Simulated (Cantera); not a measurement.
Input: 1 mol Si₃N₄, 9.6 mol N₂, at 10.0 mbar.

Equilibrium computed with Cantera from the NASA thermochemical tables; the gas is ideal and each condensed phase is pure. Candidate condensed phases: Si, Si₃N₄; 7 gas species. Rates play no part.

**Question.** What share of the Si ends up in condensed phases as a function of T (°C), at 1275, 1375, 1475, 1575, 1675, 1775, 1875, 1975, 2075, 2175, 2275?

**Answer.** 
| T (°C) | Si condensed (%) | as |
|---|---|---|
| 1275 | 100.0 | Si₃N₄(s) |
| 1375 | 100.0 | Si₃N₄(s) |
| 1475 | 100.0 | Si₃N₄(s) |
| 1575 | 99.7 | Si(l) |
| 1675 | 99.0 | Si(l) |
| 1775 | 96.7 | Si(l) |
| 1875 | 90.4 | Si(l) |
| 1975 | 73.9 | Si(l) |
| 2075 | 30.3 | Si(l) |
| 2175 | 0.0 | - |
| 2275 | 0.0 | - |
